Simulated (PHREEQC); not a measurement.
# Acid mine or pickling water

A made-up water analysis in mg/L, 65 °C, pH 3.47, pe 9.9: Na 106; K 839; Ca 150; Mg 121; Cl 503; S(6) as SO4 2240; Zn 4.5; Al 200.

Valence states are taken as typed.

Equilibrium calculation in PHREEQC: ion-association model, phreeqc.dat.

No solid was allowed to form.

Q: Estimate the ionic strength, density, charge-balance error.

A: ionic strength 0.0601 mol/kgw; density 0.984 g/cm³; charge-balance error 7.0 %.

Q: In which forms is Na present?

A: Na+ 97 %, NaSO4- 2.7 % of the Na.

The solution is supersaturated, for example in Gibbsite (slow to form), so a real one may precipitate; this is no full list. Away from 25 °C the constants follow the database's enthalpies or fits; those with neither stay at their 25 °C values.
